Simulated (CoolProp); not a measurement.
A simple Rankine cycle with CH2F2 (R32): condensing at 297.15 K, boiler at 4.04 MPa, turbine inlet 434 K, turbine efficiency 0.75, pump efficiency 0.7, no recuperator. Each further row changes one setting.

Computed with CoolProp (reference Helmholtz-energy equation of state, Tillner-Roth 1997).

```tsv
case	thermal efficiency (%)	net work (kJ/kg)	heat in (kJ/kg)	turbine exit temperature (K)	volume ratio over the turbine
as stated	8.5	34.7	407	380.0	___
condensing temperature 289.15 K	___	___	422	___	2.75
boiler pressure 2.83 MPa	5.5	23.0	420	402.3	___
turbine efficiency 0.65	7.3	___	407	384.7	2.29
```

**Question.** Complete the blanks.

**Answer.** 
- as stated, volume ratio over the turbine: 2.26
- condensing temperature 289.15 K, thermal efficiency (%): 10.2
- condensing temperature 289.15 K, net work (kJ/kg): 43.1
- condensing temperature 289.15 K, turbine exit temperature (K): 368.0
- boiler pressure 2.83 MPa, volume ratio over the turbine: 1.63
- turbine efficiency 0.65, net work (kJ/kg): 29.6
